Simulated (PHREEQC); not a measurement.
Dissolve 0.042 mol KH2PO4 and 0.00026 mol H2SO4 per kg of water at 25 °C. Closed to the air; pH follows from the charge balance.

The numbers come from PHREEQC with the ion-association model, phreeqc.dat.

Question: The ionic strength comes out as 0.0423 mol/kgw. What activity coefficients do H2PO4-, H+, SO4-2, K+, KHPO4- get?

Answer: H2PO4- 0.84, H+ 0.86, SO4-2 0.48, K+ 0.82, KHPO4- 0.84.

Precipitation was switched off in this run.
